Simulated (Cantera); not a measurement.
An isothermal, constant-pressure homogeneous reactor starts with 21.3 % CH₄, 78.7 % H₂O, at 1250 K and 970000 Pa.

Model: GRI-Mech 3.0 (53 species, 325 reactions), integrated in Cantera.

x: mole fraction; the columns are a selection and need not sum to one.

| t (s) | x CH₄ | x H₂O | x CH₂O | x CO | x H₂ | x CH₃ | x HO₂ |
|---|---|---|---|---|---|---|---|
| 5.00e-6 | 0.213 | 0.787 | <1e-12 | <1e-12 | 4.96e-9 | 9.96e-9 | <1e-12 |
| 3.50e-5 | 0.213 | 0.787 | <1e-12 | <1e-12 | 3.50e-8 | 6.98e-8 | <1e-12 |
| 0.000245 | 0.213 | 0.787 | 5.41e-12 | <1e-12 | 2.46e-7 | 4.58e-7 | <1e-12 |
| 0.00171 | 0.213 | 0.787 | 4.24e-10 | 5.07e-12 | 1.77e-6 | 1.07e-6 | <1e-12 |
| 0.0120 | 0.213 | 0.787 | … | 5.96e-10 | 1.27e-5 | 1.12e-6 | <1e-12 |
| 0.0836 | 0.213 | 0.787 | … | 7.48e-8 | 0.000103 | 1.32e-6 | <1e-12 |
| 0.585 | 0.211 | 0.787 | … | 5.09e-6 | 0.00112 | 1.61e-6 | <1e-12 |
| 4.09 | 0.203 | 0.782 | 5.80e-7 | 8.89e-5 | 0.0102 | 1.53e-6 | <1e-12 |
| 28.6 | 0.170 | 0.762 | 5.88e-7 | 0.000999 | 0.0476 | 2.12e-6 | <1e-12 |
| 200 | 0.172 | 0.725 | … | 0.00269 | 0.0791 | 1.84e-6 | <1e-12 |

**Question.** Complete the blanks.

**Answer.** 
- 0.0120, x CH₂O: 5.68e-9
- 0.0836, x CH₂O: 9.37e-8
- 0.585, x CH₂O: 4.55e-7
- 200, x CH₂O: 2.78e-7
